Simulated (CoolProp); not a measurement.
Saturation properties of cyclopentane.

The numbers come from the reference Helmholtz-energy equation of state, Gedanitz 2015 in CoolProp.

```json
[
 {"T (K)": "232.1", "p (MPa)": "0.001291", "enthalpy of vaporisation (kJ/kg)": "450.3", "vapour viscosity (µPa s)": "5.70"},
 {"T (K)": "242.9", "p (MPa)": "0.002662", "enthalpy of vaporisation (kJ/kg)": "443.2", "vapour viscosity (µPa s)": "5.97"},
 {"T (K)": "253.7", "p (MPa)": "0.005110", "enthalpy of vaporisation (kJ/kg)": "436.2", "vapour viscosity (µPa s)": "6.24"},
 {"T (K)": "264.5", "p (MPa)": "0.009222", "enthalpy of vaporisation (kJ/kg)": "429.2", "vapour viscosity (µPa s)": "6.51"},
 {"T (K)": "275.3", "p (MPa)": "0.01577", "enthalpy of vaporisation (kJ/kg)": "422.1", "vapour viscosity (µPa s)": "6.78"},
 {"T (K)": "286.1", "p (MPa)": "0.02574", "enthalpy of vaporisation (kJ/kg)": "414.9", "vapour viscosity (µPa s)": "7.06"},
 {"T (K)": "296.9", "p (MPa)": "0.04030", "enthalpy of vaporisation (kJ/kg)": "407.5", "vapour viscosity (µPa s)": "7.34"},
 {"T (K)": "307.8", "p (MPa)": "0.06107", "enthalpy of vaporisation (kJ/kg)": "399.9", "vapour viscosity (µPa s)": "7.62"},
 {"T (K)": "318.6", "p (MPa)": "0.08927", "enthalpy of vaporisation (kJ/kg)": "392.1", "vapour viscosity (µPa s)": "7.90"}
]
```

It boils at 322.4 K under 1 atm.

Viscosity comes from a separate model (Chung 1988), a generic estimate that can be far off for the liquid and wasn't checked against measurements.
